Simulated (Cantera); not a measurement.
Adiabatic ignition

An adiabatic, constant-volume homogeneous reactor starts with H2 : O2 : N2 : H2O = 1 : 1 : 3.76 : 1.5 (molar parts), at 1650 K and 101000 Pa.

Computed with Cantera and the H2/O2 subset of GRI-Mech 3.0, which has no nitrogen chemistry.

```csv
t (s),T (K),P (bar),x H2,x O2,x H2O,x HO2,x OH,x H,x O
7.00e-6,1651,1.01,0.136,0.137,0.208,4.51e-5,0.000305,0.000881,0.000217
2.46e-5,2111,1.26,0.0252,0.0743,0.307,2.82e-5,0.0270,0.0181,0.0140
8.63e-5,2482,1.44,0.00931,0.0705,0.343,1.31e-5,0.0220,0.00294,0.00461
0.000303,2523,1.46,0.00723,0.0704,0.347,1.37e-5,0.0201,0.00197,0.00357
0.00106,2523,1.46,0.00723,0.0704,0.347,1.37e-5,0.0201,0.00197,0.00357
0.00374,2523,1.46,0.00723,0.0704,0.347,1.37e-5,0.0201,0.00197,0.00357
0.0131,2523,1.46,0.00723,0.0704,0.347,1.37e-5,0.0201,0.00197,0.00357
0.0461,2523,1.46,0.00723,0.0704,0.347,1.37e-5,0.0201,0.00197,0.00357
0.162,2523,1.46,0.00723,0.0704,0.347,1.37e-5,0.0201,0.00197,0.00357
0.568,2523,1.46,0.00723,0.0704,0.347,1.37e-5,0.0201,0.00197,0.00357
1.99,2523,1.46,0.00723,0.0704,0.347,1.37e-5,0.0201,0.00197,0.00357
7.00,2523,1.46,0.00723,0.0704,0.347,1.37e-5,0.0201,0.00197,0.00357
```
x: mole fraction; the columns are a selection and need not sum to one.

- time of steepest temperature rise = 12.0 µs
- temperature at 7.00 s = 2523 K
- equilibrium temperature = 2523 K
- x(H2) at 7.00 s = 0.00723 (gas-phase equilibrium 0.00723)
- x(O2) at 7.00 s = 0.0704 (gas-phase equilibrium 0.0704)
- x(H2O) at 7.00 s = 0.347 (gas-phase equilibrium 0.347)
